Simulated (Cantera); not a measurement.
**Catalytic stagnation flow on Pt**

A jet of 2.85 % H2, 6.96 % O2, 90.2 % N2 at 300 K and 0.280 bar hits a platinum plate 2.2 cm away at a mass flux of 0.18 kg/m²/s; the plate temperature is set and raised in steps from an oxygen-covered start.

Cantera simulation using Deutschmann's 1995 Pt surface mechanism with GRI-Mech 3.0 gas chemistry; the numbers are that mechanism's predictions, not measurements. Catalytic surfaces can have several steady states; this one follows from the mechanism file's or the stated starting coverage.

```json
[
 {"plate T (K)": "700", "wall x H2": "0.00180", "wall x O2": "0.0408", "wall x H2O": "0.0516", "wall x OH": "<1e-8", "θ free Pt": "0.0816", "θ O*": "0.912", "θ OH*": "0.00645"},
 {"plate T (K)": "750", "wall x H2": "0.00170", "wall x O2": "0.0408", "wall x H2O": "0.0515", "wall x OH": "<1e-8", "θ free Pt": "0.0904", "θ O*": "0.905", "θ OH*": "0.00491"},
 {"plate T (K)": "800", "wall x H2": "0.00143", "wall x O2": "0.0406", "wall x H2O": "0.0517", "wall x OH": "<1e-8", "θ free Pt": "0.112", "θ O*": "0.884", "θ OH*": "0.00407"},
 {"plate T (K)": "850", "wall x H2": "0.00111", "wall x O2": "0.0404", "wall x H2O": "0.0520", "wall x OH": "<1e-8", "θ free Pt": "0.150", "θ O*": "0.846", "θ OH*": "0.00359"},
 {"plate T (K)": "900", "wall x H2": "0.000863", "wall x O2": "0.0402", "wall x H2O": "0.0522", "wall x OH": "2.77e-8", "θ free Pt": "0.202", "θ O*": "0.795", "θ OH*": "0.00323"},
 {"plate T (K)": "950", "wall x H2": "0.000692", "wall x O2": "0.0401", "wall x H2O": "0.0523", "wall x OH": "7.60e-8", "θ free Pt": "0.262", "θ O*": "0.736", "θ OH*": "0.00288"},
 {"plate T (K)": "1000", "wall x H2": "0.000575", "wall x O2": "0.0400", "wall x H2O": "0.0523", "wall x OH": "1.89e-7", "θ free Pt": "0.325", "θ O*": "0.672", "θ OH*": "0.00256"},
 {"plate T (K)": "1050", "wall x H2": "0.000494", "wall x O2": "0.0400", "wall x H2O": "0.0523", "wall x OH": "4.30e-7", "θ free Pt": "0.390", "θ O*": "0.607", "θ OH*": "0.00225"}
]
```
x: mole fraction at the wall; θ: surface coverage.
